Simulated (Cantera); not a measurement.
Transport properties of process gases

Gas mixture: 57.3 % H₂O, 42.7 % NH₃, at 383 Torr, frozen composition.

Cantera's kinetic-theory transport with the Lennard-Jones parameters of GRI-Mech 3.0, ideal gas; thermal conductivity in the mixture-averaged form. Polar gases are described roughly by these parameters. The composition is frozen, though it would react at the higher temperatures.

```json
[
 {"T (K)": "400", "ρ (kg/m³)": "0.270", "cp (J/kg/K)": "2054", "μ (µPa s)": "13.9", "λ (mW/m/K)": "40.0", "Pr": "0.717", "D (cm²/s) O": "1.25", "D (cm²/s) H₂O": "0.697", "D (cm²/s) CH₄": "0.782"},
 {"T (K)": "650", "ρ (kg/m³)": "0.166", "cp (J/kg/K)": "2341", "μ (µPa s)": "23.0", "λ (mW/m/K)": "74.6", "Pr": "0.723", "D (cm²/s) O": "2.99", "D (cm²/s) H₂O": "1.88", "D (cm²/s) CH₄": "1.95"},
 {"T (K)": "900", "ρ (kg/m³)": "0.120", "cp (J/kg/K)": "2609", "μ (µPa s)": "31.8", "λ (mW/m/K)": "115", "Pr": "0.724", "D (cm²/s) O": "5.27", "D (cm²/s) H₂O": "3.57", "D (cm²/s) CH₄": "3.50"},
 {"T (K)": "1150", "ρ (kg/m³)": "0.0938", "cp (J/kg/K)": "2863", "μ (µPa s)": "40.0", "λ (mW/m/K)": "157", "Pr": "0.728", "D (cm²/s) O": "8.01", "D (cm²/s) H₂O": "5.70", "D (cm²/s) CH₄": "5.37"},
 {"T (K)": "1400", "ρ (kg/m³)": "0.0771", "cp (J/kg/K)": "3076", "μ (µPa s)": "47.7", "λ (mW/m/K)": "200", "Pr": "0.731", "D (cm²/s) O": "11.2", "D (cm²/s) H₂O": "8.24", "D (cm²/s) CH₄": "7.54"},
 {"T (K)": "1650", "ρ (kg/m³)": "0.0654", "cp (J/kg/K)": "3255", "μ (µPa s)": "54.9", "λ (mW/m/K)": "243", "Pr": "0.734", "D (cm²/s) O": "14.7", "D (cm²/s) H₂O": "11.1", "D (cm²/s) CH₄": "9.98"},
 {"T (K)": "1900", "ρ (kg/m³)": "0.0568", "cp (J/kg/K)": "3403", "μ (µPa s)": "61.6", "λ (mW/m/K)": "285", "Pr": "0.735", "D (cm²/s) O": "18.6", "D (cm²/s) H₂O": "14.4", "D (cm²/s) CH₄": "12.7"},
 {"T (K)": "2150", "ρ (kg/m³)": "0.0502", "cp (J/kg/K)": "3522", "μ (µPa s)": "68.0", "λ (mW/m/K)": "325", "Pr": "0.736", "D (cm²/s) O": "22.9", "D (cm²/s) H₂O": "17.9", "D (cm²/s) CH₄": "15.6"}
]
```
D: mixture-averaged diffusion coefficient of that species in the mixture.
